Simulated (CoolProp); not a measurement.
A single-stage vapour-compression cycle with isobutane: evaporating at 267.15 K (dew point), condensing at 319.15 K (bubble point), superheat 0 K, subcooling 8 K, compressor efficiency 0.9, no pressure losses. Each further row changes one setting.

The numbers come from the reference Helmholtz-energy equation of state, Bücker 2006 in CoolProp.

```
case                              cooling COP  pressure ratio  discharge temperature (K)  refrigerating effect (kJ/kg)  volumetric capacity (kJ/m³)
--------------------------------  -----------  --------------  -------------------------  ----------------------------  ---------------------------
as stated                                3.84            4.91                      319.2                           255                          885
evaporating temperature 272.15 K         4.43            4.09                      319.2                           262                         1080
condensing temperature 314.15 K          4.38            4.32                      314.1                           268                          928
subcooling 13 K                          4.02            4.91                      319.2                           268                          928
superheat 10 K                           3.89            4.91                      327.4                           271                          901
compressor efficiency 0.8                3.41            4.91                      321.9                           255                          885
```

The compression ends wet for: as stated; evaporating temperature 272.15 K; condensing temperature 314.15 K; subcooling 13 K.
